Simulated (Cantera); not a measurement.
Mixture: 8.32 % CO, 2.00 % H₂, 4.08 % CH₄, 18.0 % O₂, 67.6 % N₂, equivalence ratio 0.74, at 101000 Pa, adiabatic and at constant volume. Ignition delay is the time to a rise of 400 K.

Model: GRI-Mech 3.0 (53 species, 325 reactions), integrated in Cantera.

Problem. Predict: delay at 1175 K; delay at 1375 K; delay at 1575 K; delay at 1775 K; delay at 1975 K; apparent activation energy between 1775 and 1975 K.

Solution. 
```json
{
  "delay at 1175 K": "1.66 ms",
  "delay at 1375 K": "0.367 ms",
  "delay at 1575 K": "0.121 ms",
  "delay at 1775 K": "50.5 µs",
  "delay at 1975 K": "23.6 µs",
  "apparent activation energy between 1775 and 1975 K": "110 kJ/mol"
}
```
